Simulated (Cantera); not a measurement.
# Thermodynamics of silicon oxide and oxynitride deposition, feed Si₂H₆ + N₂O

A closed system holds: 1 mol Si₂H₆, 5.6 mol N₂O, equilibrated at 600 K and 13.3 mbar.

Method: chemical equilibrium by Gibbs-energy minimisation in Cantera with the NASA 1993 tables (ideal gas, pure condensed phases). Candidate condensed phases: H₂O, Si, SiO₂, Si₂N₂O, Si₃N₄; 35 gas species. The feed counts by its element totals alone. Equilibrium is a limit: real reactors are often held back by kinetics, nucleation or transport.

```json
{
  "x(N₂)": "0.651",
  "x(H₂O)": "0.186",
  "x(H₂)": "0.163",
  "x(NH₃)": "2.94e-5",
  "n(SiO₂(α-quartz))": "2.00 mol",
  "gas_amount": "8.600 mol",
  "log10 activity of Si(s) (absent)": "-32.62"
}
```
